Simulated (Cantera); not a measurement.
A Cantera script and what it prints.

```python
import numpy as np
import cantera as ct

gas_names = """
    C CO CO2 C2 C2O C3 C3O2 C4 C5 O O2 O3 Si SiC SiC2 SiO SiO2 Si2 Si2C Si3
""".split()
cond_names = """
    C(gr) Si(cr) Si(L) SiC(b) SiO2(Lqz) SiO2(hqz) SiO2(L)
""".split()


# ... load() reads the species with a 1 bar reference pressure and builds the phases ...
atoms = {
    'Si': {'Si': 1},
    'CO': {'C': 1, 'O': 1},
}
top_T = {'C(gr)': 4500, 'SiC(b)': 3050}  # K; cautious upper limits of use, not melting points


# ... equilibrate(T, P, feed) seeds the gas with the atoms and calls Mixture.equilibrate('TP', solver="vcs", rtol=1e-11, max_steps=5000) ...
results = []
feed = {'Si': 1, 'CO': 7.8}  # mol
T = 1948  # K
P = 13332.2  # Pa
mix = equilibrate(T, P, feed)
results.append((T, P, feed, dict(zip(mix.species_names, mix.species_moles))))
print(gas.report(threshold=1e-06))
for i in range(1, mix.n_phases):
    print(f"{mix.phase(i).name:16s} {mix.phase_moles(i):12.5e} mol")
```

Result:

```
       temperature   1948 K
          pressure   13332 Pa
           density   0.023905 kg/m^3
  mean mol. weight   29.04 kg/kmol
   phase of matter   gas

                          1 kg             1 kmol
                     ---------------   ---------------
          enthalpy       -1.8888e+06       -5.4851e+07  J
   internal energy       -2.4465e+06       -7.1047e+07  J
           entropy            9559.5        2.7761e+05  J/K
    Gibbs function       -2.0511e+07       -5.9563e+08  J
 heat capacity c_p            1248.8             36266  J/K
 heat capacity c_v            962.51             27952  J/K

                      mass frac. Y      mole frac. X     chem. pot. / RT
                     ---------------   ---------------   ---------------
                CO           0.90268           0.93588           -36.519
               CO2        1.6857e-05        1.1124e-05           -69.269
                Si        2.1877e-05        2.2621e-05           -7.7763
               SiO          0.097282          0.064085           -40.526
     [  +16 minor]        1.3957e-06        6.2121e-07

C(gr)             0.00000e+00 mol
Si(L)             0.00000e+00 mol
SiC(b)            4.99948e-01 mol
SiO2(L)           0.00000e+00 mol
```

Equilibrium computed with Cantera from the NASA thermochemical tables; the gas is ideal and each condensed phase is pure.
